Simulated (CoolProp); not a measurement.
Values from CoolProp's reference Helmholtz-energy equation of state, McLinden 2020.

### Question
For R1336mzz(Z), give the phase and the cp (kJ/(kg K)), cv (kJ/(kg K)) at 194.8 K and 0.101 MPa; 407.5 K and 0.101 MPa.

### Answer
- 194.8 K and 0.101 MPa: liquid; cp 0.995, cv 0.705
- 407.5 K and 0.101 MPa: gas; cp 1.03, cv 0.972
